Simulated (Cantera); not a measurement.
An isothermal, constant-pressure homogeneous reactor starts with H2 : O2 = 0.11 : 1 (molar parts), at 1400 K and 0.0132 atm.

Model: the H2/O2 subset of GRI-Mech 3.0, which has no nitrogen chemistry, integrated in Cantera. Radical loss at walls, strong at low pressure, is not modelled. The temperature is held fixed by assumption; the heat of reaction is taken as removed at once.

One state of this run: x H2 = 0.00109; x O2 = 0.872; x OH = 0.00657; x H = 0.00371; x O = 0.0205; x H2O = 0.0964. x: mole fraction; the columns are a selection and need not sum to one.

**Question.** Which value of t (s) does it belong to?
A. 0.0514
B. 0.000607
C. 0.00184
D. 0.00558

**Answer.** A, 0.0514
